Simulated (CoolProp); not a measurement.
Properties of normal hydrogen along the isotherm 21.5 K.

Computed with CoolProp (reference Helmholtz-energy equation of state, Leachman 2009).

| p (MPa) | phase | density (kg/m³) | cp (kJ/(kg K)) | Joule-Thomson coefficient (K/MPa) | viscosity (µPa s) | Prandtl number | fugacity coefficient |
|---|---|---|---|---|---|---|---|
| 1.08 | liquid | 70.86 | 9.928 | -0.9287 | 13.3 | 1.25 | 0.1346 |
| 2.16 | liquid | 72.21 | 9.497 | -1.011 | 14.3 | 1.26 | 0.07978 |
| 3.24 | liquid | 73.40 | 9.169 | -1.075 | 15.3 | 1.28 | 0.06287 |
| 4.32 | liquid | 74.48 | 8.908 | -1.125 | 16.2 | 1.30 | 0.05560 |
| 5.4 | liquid | 75.46 | 8.692 | -1.167 | 17.2 | 1.33 | 0.05232 |
| 6.48 | liquid | 76.37 | 8.509 | -1.202 | 18.1 | 1.35 | 0.05119 |
| 7.56 | liquid | 77.21 | 8.352 | -1.232 | 19.0 | 1.37 | 0.05142 |
| 8.64 | liquid | 78.01 | 8.214 | -1.258 | 20.0 | 1.40 | 0.05264 |
| 9.72 | liquid | 78.76 | 8.091 | -1.280 | 20.9 | 1.42 | 0.05465 |
| 10.8 | liquid | 79.47 | 7.981 | -1.300 | 21.8 | 1.45 | 0.05737 |
| 11.9 | liquid | 80.15 | 7.879 | -1.318 | 22.7 | 1.47 | 0.06082 |
| 13 | liquid | 80.81 | 7.786 | -1.335 | 23.7 | 1.50 | 0.06496 |

Viscosity comes from a separate model (Muzny 2013). Thermal conductivity comes from a separate model (Assael 2011).
